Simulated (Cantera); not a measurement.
A freely propagating, adiabatic, planar premixed flame of H2 : O2 : N2 : H2O = 1 : 0.208 : 0.783 : 0.17 (molar parts), equivalence ratio 2.4, unburnt at 500 K and 9.87 atm; mixture-averaged transport, grid criteria slope 0.08 and curve 0.16, no radiation.

Model: the H2/O2 subset of GRI-Mech 3.0, which has no nitrogen chemistry, integrated in Cantera. The hydrogen kinetics of GRI-Mech 3.0 are dated; newer H2 mechanisms differ, most at raised pressure. Burning velocities carry a grid error of a few per cent, more on coarse grids.

What does this change do: H2 1 to 0.77 parts?


```json
[
 {"quantity": "laminar burning velocity", "before": "324 cm/s", "after": "381 cm/s"},
 {"quantity": "thermal thickness", "before": "0.0272 mm", "after": "0.0237 mm"},
 {"quantity": "peak x(H2O2)", "before": "0.000221", "after": "0.000225"},
 {"quantity": "peak x(OH)", "before": "0.00122", "after": "0.00305"},
 {"quantity": "peak x(O)", "before": "0.000437", "after": "0.000895"}
]
```
